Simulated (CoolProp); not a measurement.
Vapour-liquid equilibrium of R22 (1) + R142b (2) at 0.155 MPa; x and y are mole fractions of (1).

Values from CoolProp's multi-fluid Helmholtz-energy mixture model, Kamei 1995 and Lemmon 2006; pair parameters Bell 2016.

```json
[
 {"x": "0.05", "bubble temperature (°C)": "-1.0", "y at the bubble point": "0.142", "dew temperature at overall composition x (°C)": "0.9", "liquid density (mol/L)": "11.82"},
 {"x": "0.125", "bubble temperature (°C)": "-4.9", "y at the bubble point": "0.311", "dew temperature at overall composition x (°C)": "-0.7", "liquid density (mol/L)": "12.11"},
 {"x": "0.2", "bubble temperature (°C)": "-8.2", "y at the bubble point": "0.444", "dew temperature at overall composition x (°C)": "-2.3", "liquid density (mol/L)": "12.41"},
 {"x": "0.275", "bubble temperature (°C)": "-11.2", "y at the bubble point": "0.551", "dew temperature at overall composition x (°C)": "-4.0", "liquid density (mol/L)": "12.71"},
 {"x": "0.35", "bubble temperature (°C)": "-13.9", "y at the bubble point": "0.639", "dew temperature at overall composition x (°C)": "-5.8", "liquid density (mol/L)": "13.01"},
 {"x": "0.425", "bubble temperature (°C)": "-16.5", "y at the bubble point": "0.712", "dew temperature at overall composition x (°C)": "-7.7", "liquid density (mol/L)": "13.32"},
 {"x": "0.5", "bubble temperature (°C)": "-18.8", "y at the bubble point": "0.774", "dew temperature at overall composition x (°C)": "-9.7", "liquid density (mol/L)": "13.64"},
 {"x": "0.575", "bubble temperature (°C)": "-21.0", "y at the bubble point": "0.827", "dew temperature at overall composition x (°C)": "-11.9", "liquid density (mol/L)": "13.97"},
 {"x": "0.65", "bubble temperature (°C)": "-23.1", "y at the bubble point": "0.871", "dew temperature at overall composition x (°C)": "-14.3", "liquid density (mol/L)": "14.30"},
 {"x": "0.725", "bubble temperature (°C)": "-25.1", "y at the bubble point": "0.909", "dew temperature at overall composition x (°C)": "-16.9", "liquid density (mol/L)": "14.65"},
 {"x": "0.8", "bubble temperature (°C)": "-27.0", "y at the bubble point": "0.941", "dew temperature at overall composition x (°C)": "-19.9", "liquid density (mol/L)": "15.00"},
 {"x": "0.875", "bubble temperature (°C)": "-28.7", "y at the bubble point": "0.967", "dew temperature at overall composition x (°C)": "-23.3", "liquid density (mol/L)": "15.36"},
 {"x": "0.95", "bubble temperature (°C)": "-30.3", "y at the bubble point": "0.988", "dew temperature at overall composition x (°C)": "-27.6", "liquid density (mol/L)": "15.72"}
]
```

No azeotrope shows between x = 0.05 and 0.95.

Pair parameters are fitted to limited data, so mixtures are less certain than the pure fluids.
